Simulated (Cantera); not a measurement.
A Cantera script and what it prints.

```python
import numpy as np
import cantera as ct

gas_names = """
    F2 SiF2 NF3 F Si N2
""".split()
cond_names = """
    Si3N4(a) Si(cr) Si(L)
""".split()


# ... load() reads the species with a 1 bar reference pressure and builds the phases ...
species = {s.name: s for s in load("nasa_gas.yaml", gas_names) + load("nasa_condensed.yaml", cond_names)}
# Each term lists the table entries of one substance; the one whose range holds T is used.
reactions = {
    '9 F2(g) + Si3N4 = 3 SiF2(g) + 4 NF3(g)':
        [(-9, ['F2']), (-1, ['Si3N4(a)']), (3, ['SiF2']), (4, ['NF3'])],
    '12 F(g) + Si3N4 = 3 Si(g) + 4 NF3(g)':
        [(-12, ['F']), (-1, ['Si3N4(a)']), (3, ['Si']), (4, ['NF3'])],
    'N2(g) + 3 SiF2(g) = 3 Si + 2 NF3(g)':
        [(-1, ['N2']), (-3, ['SiF2']), (3, ['Si(cr)', 'Si(L)']), (2, ['NF3'])],
}


def pick(names, T):
    return next(species[n] for n in names if species[n].thermo.min_temp <= T <= species[n].thermo.max_temp)


results = []
for label, terms in reactions.items():
    print(label)
    print("     T/K   dH/kJ  dS/(J/K)   dG/kJ   log10 K")
    for T in [973, 1173, 1373, 1573, 1773, 1973, 2173]:
        used = [(nu, pick(names, T)) for nu, names in terms]
        dH = sum(nu * s.thermo.h(T) for nu, s in used) / 1e6
        dS = sum(nu * s.thermo.s(T) for nu, s in used) / 1e3
        dG = dH - T * dS / 1e3
        logK = -dG * 1e6 / (ct.gas_constant * T * np.log(10))
        results.append((label, T, dH, dS, dG, logK, [s.name for _, s in used]))
        print(f"{T:8g} {dH:8.1f} {dS:8.1f} {dG:8.1f} {logK:8.2f}")
```

It prints:

```
9 F2(g) + Si3N4 = 3 SiF2(g) + 4 NF3(g)
     T/K   dH/kJ  dS/(J/K)   dG/kJ   log10 K
     973  -1548.2   -132.9  -1418.9    76.17
    1173  -1549.4   -134.0  -1392.3    62.00
    1373  -1551.9   -135.9  -1365.3    51.94
    1573  -1555.2   -138.1  -1337.9    44.43
    1773  -1558.8   -140.3  -1310.0    38.59
    1973  -1562.5   -142.3  -1281.8    33.93
    2173  -1565.9   -143.9  -1253.1    30.12
12 F(g) + Si3N4 = 3 Si(g) + 4 NF3(g)
     T/K   dH/kJ  dS/(J/K)   dG/kJ   log10 K
     973    585.2   -530.7   1101.6   -59.13
    1173    579.1   -536.3   1208.3   -53.80
    1373    572.8   -541.3   1316.0   -50.07
    1573    566.6   -545.5   1424.7   -47.31
    1773    560.7   -549.1   1534.2   -45.20
    1973    555.1   -552.1   1644.3   -43.53
    2173    550.1   -554.5   1755.0   -42.19
N2(g) + 3 SiF2(g) = 3 Si + 2 NF3(g)
     T/K   dH/kJ  dS/(J/K)   dG/kJ   log10 K
     973   1519.0   -354.1   1863.6  -100.04
    1173   1527.1   -346.5   1933.6   -86.10
    1373   1535.9   -339.7   2002.2   -76.17
    1573   1545.2   -333.4   2069.5   -68.72
    1773   1705.1   -238.6   2128.2   -62.70
    1973   1714.0   -233.9   2175.5   -57.59
    2173   1723.0   -229.5   2221.8   -53.41
```

Source: NASA polynomial tables (part measured, part estimated), evaluated in Cantera. The tables' values for SiF2 are old estimates. Condensed species are held in their standard states even where they would react or evaporate.
